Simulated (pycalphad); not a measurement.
Computed with pycalphad from the COST 507 light-alloy database (1999), at 1 atm. The database dates from 1999; later assessments differ in places, in temperatures and in the compounds included. Phase fractions are per mole of atoms. Kinetics are ignored, which matters at the lower temperatures.

Give the equilibrium state of Al-0.39Si-3.35C (at.%) at 227 °C.


```
T = 500.00 K, P = 101325 Pa, N = 1 mol of atoms
G = -17476 J/mol, H = 2521 J/mol, S = 40.00 J/(mol K)  (SER reference)
chemical potentials (J/mol): Al -15579, Si -37747, C -69641
phase             fraction      x(Al)      x(Si)       x(C)
FCC_A1              0.9231     1.0000   1.92e-07      1e-14
AL8SIC7             0.0624     0.5000     0.0625     0.4375
AL4C3               0.0145     0.5714   1.47e-07     0.4286
```

Give the equilibrium state of Al-0.39Si-3.35C (at.%) at 977 °C.


```
T = 1250.00 K, P = 101325 Pa, N = 1 mol of atoms
G = -62411 J/mol, H = 35217 J/mol, S = 78.10 J/(mol K)  (SER reference)
chemical potentials (J/mol): Al -62044, Si -99122, C -68696
phase             fraction      x(Al)      x(Si)       x(C)
LIQUID              0.9218     0.9958     0.0042   2.21e-06
AL4C3               0.0782     0.5713    0.00014     0.4286
```

Database names, with the compositions (at.%) that they take in these runs: AL4C3: Al 57 C 43; AL8SIC7: Al 50 C 44 Si 6. FCC_A1 is fcc.
